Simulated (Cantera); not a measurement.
Gas mixture: H₂O = 0.52 (molar parts), at 97.5 Torr, frozen composition.

Cantera's kinetic-theory transport with the Lennard-Jones parameters of GRI-Mech 3.0, ideal gas; thermal conductivity in the mixture-averaged form. Polar gases are described roughly by these parameters.

D: mixture-averaged diffusion coefficient of that species in the mixture.

```json
[
 {"T (K)": "400", "ρ (kg/m³)": "0.0704", "cp (J/kg/K)": "1902", "μ (µPa s)": "14.0", "λ (mW/m/K)": "37.0", "Pr": "0.718", "D (cm²/s) CO₂": "2.23", "D (cm²/s) H₂O": "0.000", "D (cm²/s) N₂": "3.09"},
 {"T (K)": "500", "ρ (kg/m³)": "0.0563", "cp (J/kg/K)": "1955", "μ (µPa s)": "17.7", "λ (mW/m/K)": "48.2", "Pr": "0.718", "D (cm²/s) CO₂": "3.46", "D (cm²/s) H₂O": "0.000", "D (cm²/s) N₂": "4.69"},
 {"T (K)": "600", "ρ (kg/m³)": "0.0469", "cp (J/kg/K)": "2016", "μ (µPa s)": "21.5", "λ (mW/m/K)": "60.4", "Pr": "0.718", "D (cm²/s) CO₂": "4.93", "D (cm²/s) H₂O": "0.000", "D (cm²/s) N₂": "6.56"},
 {"T (K)": "700", "ρ (kg/m³)": "0.0402", "cp (J/kg/K)": "2082", "μ (µPa s)": "25.2", "λ (mW/m/K)": "73.4", "Pr": "0.716", "D (cm²/s) CO₂": "6.60", "D (cm²/s) H₂O": "0.000", "D (cm²/s) N₂": "8.66"},
 {"T (K)": "800", "ρ (kg/m³)": "0.0352", "cp (J/kg/K)": "2150", "μ (µPa s)": "29.0", "λ (mW/m/K)": "87.3", "Pr": "0.714", "D (cm²/s) CO₂": "8.47", "D (cm²/s) H₂O": "0.000", "D (cm²/s) N₂": "11.0"},
 {"T (K)": "900", "ρ (kg/m³)": "0.0313", "cp (J/kg/K)": "2220", "μ (µPa s)": "(withheld)", "λ (mW/m/K)": "(withheld)", "Pr": "0.712", "D (cm²/s) CO₂": "(withheld)", "D (cm²/s) H₂O": "0.000", "D (cm²/s) N₂": "(withheld)"},
 {"T (K)": "1000", "ρ (kg/m³)": "0.0282", "cp (J/kg/K)": "2292", "μ (µPa s)": "(withheld)", "λ (mW/m/K)": "(withheld)", "Pr": "0.712", "D (cm²/s) CO₂": "(withheld)", "D (cm²/s) H₂O": "0.000", "D (cm²/s) N₂": "(withheld)"}
]
```

**Question.** Some entries are withheld; supply them.

**Answer.** 
- 900, μ (µPa s): 32.6
- 900, λ (mW/m/K): 102
- 900, D (cm²/s) CO₂: 10.5
- 900, D (cm²/s) N₂: 13.5
- 1000, μ (µPa s): 36.2
- 1000, λ (mW/m/K): 117
- 1000, D (cm²/s) CO₂: 12.7
- 1000, D (cm²/s) N₂: 16.2
